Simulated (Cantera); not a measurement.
Cantera with NASA thermochemical tables; ideal gases at 1 bar, condensed phases pure. Values are per mole of reaction as written; species without (g) are pure solids or liquids, kept so even where they would boil at 1 bar.

Between 475 and 2475 K, where is each reaction favourable under standard conditions?
- 2 C6H6(g) + 6 CH3OH(g) = 9 C2H4(g) + 3 O2(g)
- CH3(g) + OH(g) = 4 H(g) + CO(g)


- 2 C6H6(g) + 6 CH3OH(g) = 9 C2H4(g) + 3 O2(g): ΔG° is 1220 kJ at 475 K and -34 kJ at 2475 K; it changes sign between 2275 and 2475 K. ΔH° is 1496 kJ and ΔS° 618 J/K at 2475 K.
- CH3(g) + OH(g) = 4 H(g) + CO(g): ΔG° is 441 kJ at 475 K and -215 kJ at 2475 K; it changes sign between 1675 and 1875 K. ΔH° is 622 kJ and ΔS° 338 J/K at 2475 K.
